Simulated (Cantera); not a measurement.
An isothermal, constant-pressure homogeneous reactor starts with H₂ : O₂ : N₂ = 1.6 : 1 : 2.3 (molar parts), at 750 K and 248 Torr. Integrator tolerance rtol = 1e-08.

Computed with Cantera and the H2/O2 subset of GRI-Mech 3.0, which has no nitrogen chemistry. Below about 950 K walls govern HO2 and H2O2 in real vessels. The temperature is held fixed by assumption; the heat of reaction is taken as removed at once.

Question: What does this change do: temperature 750 to 1300 K?

Answer: 
```tsv
quantity	before	after
x(H₂) at 6.00 s	0.327 (gas-phase equilibrium <1e-12)	2.69e-7 (gas-phase equilibrium 2.69e-7)
x(O₂) at 6.00 s	0.204 (gas-phase equilibrium 0.0488)	0.0488 (gas-phase equilibrium 0.0488)
x(H₂O₂) at 6.00 s	2.09e-7 (gas-phase equilibrium 1.99e-12)	2.72e-9 (gas-phase equilibrium 2.72e-9)
x(O) at 6.00 s	<1e-12 (gas-phase equilibrium <1e-12)	6.85e-8 (gas-phase equilibrium 6.85e-8)
x(H₂O) at 6.00 s	6.54e-8 (gas-phase equilibrium 0.390)	0.390 (gas-phase equilibrium 0.390)
x(HO₂) at 6.00 s	5.87e-8 (gas-phase equilibrium 2.26e-12)	1.88e-8 (gas-phase equilibrium 1.88e-8)
x(OH) at 6.00 s	<1e-12 (gas-phase equilibrium 3.12e-10)	1.91e-5 (gas-phase equilibrium 1.91e-5)
```

Question: What does this change do: temperature 750 to 998 K?

Answer: 
| quantity | before | after |
|---|---|---|
| x(H₂) at 6.00 s | 0.327 (gas-phase equilibrium <1e-12) | 8.45e-6 (gas-phase equilibrium 2.55e-10) |
| x(O₂) at 6.00 s | 0.204 (gas-phase equilibrium 0.0488) | 0.0488 (gas-phase equilibrium 0.0488) |
| x(H₂O₂) at 6.00 s | 2.09e-7 (gas-phase equilibrium 1.99e-12) | 3.19e-9 (gas-phase equilibrium 1.36e-10) |
| x(O) at 6.00 s | <1e-12 (gas-phase equilibrium <1e-12) | 2.30e-10 (gas-phase equilibrium 5.73e-11) |
| x(H₂O) at 6.00 s | 6.54e-8 (gas-phase equilibrium 0.390) | 0.390 (gas-phase equilibrium 0.390) |
| x(HO₂) at 6.00 s | 5.87e-8 (gas-phase equilibrium 2.26e-12) | 2.07e-7 (gas-phase equilibrium 4.52e-10) |
| x(OH) at 6.00 s | <1e-12 (gas-phase equilibrium 3.12e-10) | 7.27e-8 (gas-phase equilibrium 2.01e-7) |

Question: What does this change do: temperature 750 to 1200 K?

Answer: 
| quantity | before | after |
|---|---|---|
| x(H₂) at 6.00 s | 0.327 (gas-phase equilibrium <1e-12) | 3.93e-8 (gas-phase equilibrium 3.93e-8) |
| x(O₂) at 6.00 s | 0.204 (gas-phase equilibrium 0.0488) | 0.0488 (gas-phase equilibrium 0.0488) |
| x(H₂O₂) at 6.00 s | 2.09e-7 (gas-phase equilibrium 1.99e-12) | 1.19e-9 (gas-phase equilibrium 1.19e-9) |
| x(O) at 6.00 s | <1e-12 (gas-phase equilibrium <1e-12) | 9.70e-9 (gas-phase equilibrium 9.70e-9) |
| x(H₂O) at 6.00 s | 6.54e-8 (gas-phase equilibrium 0.390) | 0.390 (gas-phase equilibrium 0.390) |
| x(HO₂) at 6.00 s | 5.87e-8 (gas-phase equilibrium 2.26e-12) | 6.72e-9 (gas-phase equilibrium 6.72e-9) |
| x(OH) at 6.00 s | <1e-12 (gas-phase equilibrium 3.12e-10) | 5.43e-6 (gas-phase equilibrium 5.43e-6) |
